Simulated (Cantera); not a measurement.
Adiabatic ignition

An adiabatic, constant-pressure homogeneous reactor starts with 8.35 % CH4, 18.4 % O2, 69.0 % N2, 4.26 % H2O, equivalence ratio 0.91, at 1125 K and 380000 Pa.

Detailed kinetics in Cantera: GRI-Mech 3.0 (53 species, 325 reactions).

| t (s) | T (K) | x CH4 | x O2 | x H2O | x HCN | x CH2 | x NO | x H2O2 |
|---|---|---|---|---|---|---|---|---|
| 2.00e-6 | 1125 | 0.0835 | 0.184 | 0.0426 | <1e-12 | <1e-12 | <1e-12 | 1.17e-12 |
| 5.79e-6 | 1125 | 0.0835 | 0.184 | 0.0426 | <1e-12 | <1e-12 | <1e-12 | 9.77e-12 |
| 1.68e-5 | 1125 | 0.0835 | 0.184 | 0.0426 | <1e-12 | <1e-12 | <1e-12 | 8.01e-11 |
| 4.85e-5 | 1125 | 0.0835 | 0.184 | 0.0426 | <1e-12 | <1e-12 | <1e-12 | 6.31e-10 |
| 0.000140 | 1125 | 0.0835 | 0.184 | 0.0426 | <1e-12 | <1e-12 | <1e-12 | 4.46e-9 |
| 0.000406 | 1125 | 0.0835 | 0.184 | 0.0426 | <1e-12 | <1e-12 | <1e-12 | 2.39e-8 |
| 0.00118 | 1125 | 0.0835 | 0.184 | 0.0426 | <1e-12 | <1e-12 | <1e-12 | 7.12e-8 |
| 0.00340 | 1125 | 0.0835 | 0.184 | 0.0426 | <1e-12 | <1e-12 | <1e-12 | 1.15e-7 |
| 0.00985 | 1126 | 0.0834 | 0.184 | 0.0427 | <1e-12 | <1e-12 | <1e-12 | 2.92e-7 |
| 0.0285 | 1136 | 0.0816 | 0.182 | 0.0444 | <1e-12 | 5.57e-12 | <1e-12 | 3.92e-6 |
| 0.0825 | 2569 | <1e-12 | 0.0196 | 0.195 | 2.04e-10 | <1e-12 | 0.00735 | 4.34e-7 |
| 0.239 | 2569 | <1e-12 | 0.0196 | 0.195 | 2.04e-10 | <1e-12 | 0.00735 | 4.34e-7 |
| 0.691 | 2569 | <1e-12 | 0.0196 | 0.195 | 2.04e-10 | <1e-12 | 0.00735 | 4.34e-7 |
| 2.00 | 2569 | <1e-12 | 0.0196 | 0.195 | 2.04e-10 | <1e-12 | 0.00735 | 4.34e-7 |
x: mole fraction; the columns are a selection and need not sum to one.

```yaml
time_of_steepest_temperature_rise: 35.8 ms
temperature at 2.00 s: 2569 K
equilibrium_temperature: 2569 K
x(CH4) at 2.00 s: <1e-12 (gas-phase equilibrium <1e-12)
x(O2) at 2.00 s: 0.0196 (gas-phase equilibrium 0.0196)
x(H2O) at 2.00 s: 0.195 (gas-phase equilibrium 0.195)
```
